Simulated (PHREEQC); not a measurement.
1.7 g of hydrous ferric oxide (600 m²/g; 0.2 weak and 0.005 strong sites per Fe, Dzombak-Morel constants, diffuse double layer) in 1 kg of water with 0.005 mol/kgw of an inert sodium salt and 0.0086 mmol/kgw Na2SO4, 5.2 mmol/kgw CuCl2 and 0.095 mmol/kgw CuSO4, at 25 °C; the pH is set by adding NaOH or the inert anion's acid. Oxygen alone is held at its pressure in air (log pO2 = -0.68). CO2 from the air is kept out. No solid was allowed to form.

Base run: PHREEQC, ion-association model, wateq4f.dat. Each further column changes one thing. The table gives Cu sorbed (%).

```csv
pH,base,no electrostatic term (-no_edl),background salt from 0.005 to 0.0005 mol/kgw,oxide from 1.7 to 8.5 g/kgw
4,4.4,5.6,4.4,19.7
4.5,16.4,25.1,16.2,53.8
5.5,48.7,70.4,47.1,…
6,54.9,73.5,53.2,99.5
6.5,56.1,73.9,…,99.9
7.5,50.2,73.9,…,100.0
8,46.0,73.9,…,100.0
8.5,42.3,73.8,41.5,100.0
9.5,38.0,…,…,100.0
10,37.0,…,36.9,99.9
10.5,36.1,28.8,36.2,99.9
11.5,33.7,1.7,34.0,99.7
12,30.7,0.3,31.1,98.5
```

### Question
Complete the blanks.

### Answer

- 5.5, oxide from 1.7 to 8.5 g/kgw: 97.0
- 6.5, background salt from 0.005 to 0.0005 mol/kgw: 54.2
- 7.5, background salt from 0.005 to 0.0005 mol/kgw: 48.6
- 8, background salt from 0.005 to 0.0005 mol/kgw: 44.8
- 9.5, no electrostatic term (-no_edl): 70.5
- 9.5, background salt from 0.005 to 0.0005 mol/kgw: 37.8
- 10, no electrostatic term (-no_edl): 57.5

In at least one series the solution becomes supersaturated in solids that the run did not let form, among them Cu(OH)2, Brochantite, Antlerite, Atacamite. The database's constant for dissolved Cu(OH)2 is higher than later reviews accept.
